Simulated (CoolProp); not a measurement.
Propane at 298.15 K and 0.412 MPa flows at 0.067 m/s in a round tube of 12.7 mm bore and 0.25 µm roughness, fully developed (64/Re and Nu = 3.66 if laminar; Colebrook and Gnielinski if turbulent). Each further row changes one setting.

Computed with CoolProp (reference Helmholtz-energy equation of state, Lemmon 2009).

```tsv
case	Reynolds number	Darcy friction factor	pressure drop (Pa/m)	heat-transfer coefficient (W/(m² K))	mass flow (kg/h)
as stated	822	0.0778	0.108	5.31	0.241
velocity 0.134 m/s	1640	0.0389	0.217	5.31	0.481
diameter 25.4 mm	1640	0.0389	0.0271	2.66	0.962
```

Viscosity comes from a separate model (Vogel 1998). Thermal conductivity comes from a separate model (Marsh 2002).
